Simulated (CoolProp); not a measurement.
Saturated liquid density (kg/m³) of CF4 (R14): the reference equation beside estimates from Tc = -45.8 °C, pc = 3.762 MPa, ω = 0.178. Rackett uses Z = 0.29056 − 0.08775 ω.

Model: reference Helmholtz-energy equation of state, Platzer 1990, in CoolProp. This equation is an older, rougher fit; its heat capacities, sound speeds and derivatives of the liquid may be far off and weren't checked against measurements.

```tsv
T (°C)	reference	Rackett	van der Waals	Redlich-Kwong	Soave-Redlich-Kwong
-143.05	1681	1755	1100	1624	1649
-140.65	1669	1742	1092	1611	1638
-138.25	1657	1729	1084	1598	1626
-135.75	1644	1716	1076	1584	1613
-133.35	1631	1703	1069	1570	1600
-130.95	1619	1690	1061	1556	1587
-128.55	1606	1676	1052	1542	1574
-126.15	1593	1663	1044	1528	1561
-123.75	1580	1649	1036	1513	1547
-121.35	1567	1635	1027	1498	1533
-118.95	1554	1621	1018	1482	1518
-116.55	1540	1607	1009	1467	1503
-114.15	1527	1592	1000	1450	1488
-111.75	1513	1578	991.0	1434	1472
-109.35	1499	1563	981.5	1417	1456
```

Absolute difference from the reference over all 15 rows, mean and median: Rackett 4.3 and 4.4 %, van der Waals 34.5 and 34.5 %, Redlich-Kwong 4.2 and 4.1 %, Soave-Redlich-Kwong 2.2 and 2.0 %.
